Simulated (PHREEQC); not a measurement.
Solution (25 °C): 0.18 mol/kgw HCl, 0.0053 mol/kgw CuSO4 and 0.026 mol/kgw MgSO4. Closed to the air; pH follows from the charge balance.

All values are PHREEQC results (ion-association model, phreeqc.dat), not measurements.

```json
[
 {"quantity": "pH", "before": "0.91", "after": "2.78"},
 {"quantity": "ionic strength (mol/kgw)", "before": "0.246", "after": "0.00293"},
 {"quantity": "Mg+2 (mol/kgw)", "before": "0.0236", "after": "0.000250"},
 {"quantity": "HSO4- (mol/kgw)", "before": "0.0232", "after": "3.62e-5"},
 {"quantity": "SO4-2 (mol/kgw)", "before": "0.00527", "after": "0.000265"},
 {"quantity": "Cu+2 (mol/kgw)", "before": "0.00428", "after": "5.11e-5"}
]
```

Task: Name the change that produced these shifts.
(A) temperature from 25 to 35 °C
(B) MgSO4 from 0.026 to 0.052 mol/kgw
(C) temperature from 25 to 65 °C
(D) diluted 100-fold with water

Result: D, diluted 100-fold with water

Precipitation was switched off in this run.
